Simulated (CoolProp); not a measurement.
Vapour-liquid equilibrium of propylene (1) + n-hexane (2) at -22.05 °C; x and y are mole fractions of (1).

Values from CoolProp's multi-fluid Helmholtz-energy mixture model, Lemmon 2013 and Thol 2019; pair parameters Bell 2016.

**Question.** Give the bubble pressure and the first vapour's composition at x = 0.15, 0.25, 0.55. Is there an azeotrope?

**Answer.** x = 0.15: 58.76 kPa, y = 0.974; x = 0.25: 83.11 kPa, y = 0.983; x = 0.55: 151.3 kPa, y = 0.993. No azeotrope shows between x = 0.05 and 0.95.

The pair parameters rest on a limited set of measurements; away from them the model extrapolates. The gap from Raoult's law changes sign with composition, which may be real or a fault of the pair parameters; it wasn't checked against measurements. With so large a gap from Raoult's law the liquid may split in two, which this calculation doesn't test in full.
